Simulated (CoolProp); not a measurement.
Vapour-liquid equilibrium of CHF3 (R23) (1) + R152A (2) at -45.95 °C; x and y are mole fractions of (1).

Values from CoolProp's multi-fluid Helmholtz-energy mixture model, Penoncello 2003 and Outcalt 1996; pair parameters Bell 2016.

```tsv
x	bubble pressure (MPa)	y at the bubble point	dew pressure at overall composition x (MPa)	liquid density (mol/L)
0.05	0.05583	0.407	0.03611	16.13
0.125	0.08948	0.654	0.03900	16.35
0.2	0.1248	0.770	0.04240	16.57
0.275	0.1616	0.837	0.04644	16.79
0.35	0.1997	0.880	0.05133	17.00
0.425	0.2390	0.910	0.05737	17.22
0.5	0.2791	0.932	0.06502	17.43
0.575	0.3200	0.949	0.07500	17.63
0.65	0.3615	0.962	0.08861	17.83
0.725	0.4036	0.973	0.1082	18.01
0.8	0.4461	0.982	0.1391	18.18
0.875	0.4892	0.989	0.1946	18.33
0.95	0.5332	0.996	0.3236	18.46
```

No azeotrope shows between x = 0.05 and 0.95.

Pair parameters are fitted to limited data, so mixtures are less certain than the pure fluids.
